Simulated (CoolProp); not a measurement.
CH2F2 (R32) at 358.03 K and 0.777 MPa flows at 1.3 m/s in a round tube of 20 mm bore and 1.5 µm roughness, fully developed (64/Re and Nu = 3.66 if laminar; Colebrook and Gnielinski if turbulent). Each further row changes one setting.

Values from CoolProp's reference Helmholtz-energy equation of state, Tillner-Roth 1997.

```json
[
 {"case": "as stated", "Reynolds number": "23200", "Darcy friction factor": "…", "pressure drop (Pa/m)": "15.2", "heat-transfer coefficient (W/(m² K))": "…", "mass flow (kg/h)": "21.0"},
 {"case": "velocity 2.6 m/s", "Reynolds number": "46400", "Darcy friction factor": "0.0215", "pressure drop (Pa/m)": "51.9", "heat-transfer coefficient (W/(m² K))": "…", "mass flow (kg/h)": "…"},
 {"case": "diameter 40 mm", "Reynolds number": "46400", "Darcy friction factor": "…", "pressure drop (Pa/m)": "6.45", "heat-transfer coefficient (W/(m² K))": "…", "mass flow (kg/h)": "…"}
]
```

Task: What belongs in the gaps?

Result: 
- as stated, Darcy friction factor: 0.0251
- as stated, heat-transfer coefficient (W/(m² K)): 61.3
- velocity 2.6 m/s, heat-transfer coefficient (W/(m² K)): 106
- velocity 2.6 m/s, mass flow (kg/h): 42.0
- diameter 40 mm, Darcy friction factor: 0.0214
- diameter 40 mm, heat-transfer coefficient (W/(m² K)): 52.8
- diameter 40 mm, mass flow (kg/h): 84.1

Viscosity comes from a separate model (Bell 2016), an estimate that may be off by 10 % or more. Thermal conductivity comes from a separate model (Huber 2003), an estimate that may be off by 10 % or more.
